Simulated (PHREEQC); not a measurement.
## Polishing slurry liquid: speciation

A solution holds 0.18 mol HNO3 and 0.29 mol Fe(NO3)3 per kg of water, at 25 °C. Closed to the air; pH follows from the charge balance.

All values are PHREEQC results (ion-association model, phreeqc.dat), not measurements.

Precipitation was switched off in this run.

### Question
Estimate the pH, activity of water.

### Answer
pH 0.87; activity of water 0.974.

### Question
In which forms is Fe present?

### Answer
Fe+3 98 %, FeOH+2 1.9 % of the Fe.

Examples of supersaturated solids here: Hematite (slow to form), Goethite (slow to form). Others may be too. Ionic strength above about 0.7 mol/kgw puts this run outside the model's range.
